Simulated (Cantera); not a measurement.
**Adiabatic ignition**

An adiabatic, constant-pressure homogeneous reactor starts with H₂ : O₂ : N₂ = 1 : 0.5 : 1.88 (molar parts), equivalence ratio 1.0, at 1273 K and 130000 Pa.

Model: the H2/O2 subset of GRI-Mech 3.0, which has no nitrogen chemistry, integrated in Cantera.

```
t (s)     T (K)    x H₂    x O₂    x H₂O₂    x H₂O      x O      x H    x HO₂
--------  -----  ------  ------  --------  -------  -------  -------  -------
2.00e-6    1273   0.296   0.148  1.30e-10  2.58e-8  5.67e-9  4.56e-8  3.22e-8
4.60e-6    1273   0.296   0.148  8.07e-10  3.16e-7  4.07e-8  3.04e-7  1.04e-7
1.06e-5    1273   0.296   0.148   1.63e-8  1.75e-5  1.86e-6  1.38e-5  2.16e-6
2.43e-5    1512   0.142  0.0811   3.47e-6    0.115   0.0128   0.0755  6.23e-5
5.58e-5    2433  0.0567  0.0236   3.40e-7    0.231   0.0139   0.0389  8.27e-6
0.000128   2741  0.0461  0.0170   4.04e-7    0.261  0.00741   0.0190  6.92e-6
0.000295   2806  0.0429  0.0154   4.81e-7    0.268  0.00614   0.0154  7.17e-6
0.000678   2808  0.0428  0.0154   4.82e-7    0.268  0.00612   0.0154  7.18e-6
0.00156    2808  0.0428  0.0154   4.82e-7    0.268  0.00612   0.0154  7.18e-6
0.00358    2808  0.0428  0.0154   4.82e-7    0.268  0.00612   0.0154  7.18e-6
0.00823    2808  0.0428  0.0154   4.82e-7    0.268  0.00612   0.0154  7.18e-6
0.0189     2808  0.0428  0.0154   4.82e-7    0.268  0.00612   0.0154  7.18e-6
0.0435     2808  0.0428  0.0154   4.82e-7    0.268  0.00612   0.0154  7.18e-6
0.100      2808  0.0428  0.0154   4.82e-7    0.268  0.00612   0.0154  7.18e-6
```
x: mole fraction; the columns are a selection and need not sum to one.

```json
{
  "time_of_steepest_temperature_rise": "24.6 µs",
  "temperature at 0.100 s": "2808 K",
  "equilibrium_temperature": "2808 K",
  "x(H₂) at 0.100 s": "0.0428 (gas-phase equilibrium 0.0428)",
  "x(O₂) at 0.100 s": "0.0154 (gas-phase equilibrium 0.0154)",
  "x(H₂O₂) at 0.100 s": "4.82e-7 (gas-phase equilibrium 4.82e-7)"
}
```
